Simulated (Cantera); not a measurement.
An isothermal, constant-pressure homogeneous reactor starts with H2 : O2 : N2 = 1.7 : 1 : 5.1 (molar parts), equivalence ratio 0.85, at 1200 K and 0.133 bar.

Computed with Cantera and the H2/O2 subset of GRI-Mech 3.0, which has no nitrogen chemistry. The temperature is held fixed by assumption; the heat of reaction is taken as removed at once.

One state of this run: x H2 = 0.000102; x O2 = 0.0216; x H2O = 0.244; x OH = 0.000169; x O = 1.53e-5; x H2O2 = 1.90e-7; x H = 7.84e-6. x: mole fraction; the columns are a selection and need not sum to one.

Problem. Which value of t (s) does it belong to?
A) 0.00230
B) 0.0348
C) 0.136
D) 3.89e-5

Solution. B, 0.0348
